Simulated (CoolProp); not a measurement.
A single-stage vapour-compression cycle with R365MFC: evaporating at 298.15 K (dew point), condensing at 346.15 K (bubble point), superheat 10 K, subcooling 2 K, compressor efficiency 0.9, no pressure losses. Each further row changes one setting.

Computed with CoolProp (reference Helmholtz-energy equation of state, Lemmon 2016).

| case | cooling COP | pressure ratio | discharge temperature (K) | refrigerating effect (kJ/kg) | volumetric capacity (kJ/m³) |
|---|---|---|---|---|---|
| as stated | 4.51 | 5.10 | 346.1 | 140 | 471 |
| evaporating temperature 303.15 K | 5.26 | 4.18 | 346.1 | 144 | 587 |
| condensing temperature 341.15 K | 5.21 | 4.41 | 341.2 | 147 | 496 |
| subcooling 7 K | 4.74 | 5.10 | 346.1 | 147 | 496 |
| superheat 20 K | 4.65 | 5.10 | 353.5 | 150 | 488 |
| compressor efficiency 0.8 | 4.01 | 5.10 | 346.8 | 140 | 471 |

The compression ends wet for: as stated; evaporating temperature 303.15 K; condensing temperature 341.15 K; subcooling 7 K.
